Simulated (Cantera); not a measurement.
Input (Python, Cantera) and output of one run.

```python
import numpy as np
import cantera as ct

gas_names = """
    AL ALCL ALCL2 ALCL3 ALH ALN AL2 AL2CL6 CL CL2 H HCL H2 N NH NH2 NH3 N2 N2H2 N2H4
""".split()
cond_names = """
    AL(cr) AL(L) ALCL3(s) ALCL3(L) ALN(s) NH4CL(a) NH4CL(b)
""".split()


# ... load() reads the species with a 1 bar reference pressure and builds the phases ...
atoms = {
    'Al': {'AL': 1},
    'HCl': {'H': 1, 'CL': 1},
    'N2': {'N': 2},
}
top_T = {'ALN(s)': 2750}  # K; cautious upper limits of use, not melting points


# ... equilibrate(T, P, feed) seeds the gas with the atoms and calls Mixture.equilibrate('TP', solver="vcs", rtol=1e-11, max_steps=5000) ...
results = []
T = 675  # K
P = 8800  # Pa
for m in [0.28, 0.44, 0.68, 1, 1.6, 2.5, 3.9, 6, 9.3, 14, 22, 35]:
    feed = {'Al': 1, 'HCl': 6.7, 'N2': m}  # mol
    mix = equilibrate(T, P, feed)
    results.append((T, P, feed, dict(zip(mix.species_names, mix.species_moles))))

top = {s: max(r[3][s] / sum(r[3][g] for g in gas_names) for r in results) for s in gas_names}
cols = sorted((s for s in top if top[s] > 1e-06), key=lambda s: -top[s])[:7]
seen = [c for c in cond_names if any(r[3].get(c, 0) > 1e-12 for r in results)]
print("log10 of partial pressures in bar; condensed amounts in mol")
print(f"{'n(N2)':>10s}" + "".join(f"{s[:9]:>10s}" for s in cols + seen))
for T, P, feed, n in results:
    ng = sum(n[g] for g in gas_names)
    print(f"{feed['N2']:10.4g}" + "".join(f"{np.log10(max(n[s] / ng * P / 1e5, 1e-99)):10.3f}" for s in cols)
          + "".join(f"{n.get(c, 0):10.4g}" for c in seen))
```

Output:

```
log10 of partial pressures in bar; condensed amounts in mol
     n(N2)        N2       HCL        H2     ALCL3    AL2CL6       NH3
      0.28    -2.401    -1.280    -1.672    -2.191    -2.413    -5.592
      0.44    -2.216    -1.291    -1.684    -2.198    -2.427    -5.517
      0.68    -2.043    -1.308    -1.700    -2.208    -2.448    -5.455
         1    -1.897    -1.328    -1.721    -2.222    -2.476    -5.412
       1.6    -1.729    -1.365    -1.757    -2.246    -2.524    -5.383
       2.5    -1.585    -1.414    -1.807    -2.279    -2.589    -5.385
       3.9    -1.459    -1.481    -1.874    -2.324    -2.680    -5.423
         6    -1.356    -1.566    -1.958    -2.382    -2.796    -5.498
       9.3    -1.272    -1.672    -2.064    -2.457    -2.946    -5.616
        14    -1.211    -1.789    -2.181    -2.543    -3.117    -5.760
        22    -1.161    -1.935    -2.328    -2.654    -3.339    -5.955
        35    -1.125    -2.101    -2.493    -2.785    -3.601    -6.185
```

Cantera equilibrium calculation (NASA polynomials, part measured and part estimated; ideal gas, pure solids and liquids).
